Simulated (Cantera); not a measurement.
Charge: 1 mol CCl₄, 0.1 mol F₂, 9.8 mol H₂, held at 1.33 mbar.

Equilibrium computed with Cantera from the NASA thermochemical tables; the gas is ideal and each condensed phase is pure. Candidate condensed phases: C, C₆H₆, C₇H₈, C₈H₁₈; 118 gas species. Rates play no part.

Which condensed phases are stable at each of these points (T (K)): 900, 1100, 1300, 1500, 1700, 1900, 2100, 2300, 2500, 2700, 2900, 3100?


| T (K) | condensed phases | C condensed (%) |
|---|---|---|
| 900 | C(graphite) | 99.8 |
| 1100 | C(graphite) | 100.0 |
| 1300 | C(graphite) | 100.0 |
| 1500 | C(graphite) | 100.0 |
| 1700 | C(graphite) | 99.9 |
| 1900 | C(graphite) | 99.4 |
| 2100 | C(graphite) | 97.8 |
| 2300 | C(graphite) | 93.9 |
| 2500 | C(graphite) | 85.1 |
| 2700 | C(graphite) | 34.3 |
| 2900 | gas only | 0.0 |
| 3100 | gas only | 0.0 |

From 900 K to 2700 K the condensed part is C(graphite). From 2900 K to 3100 K nothing is condensed.
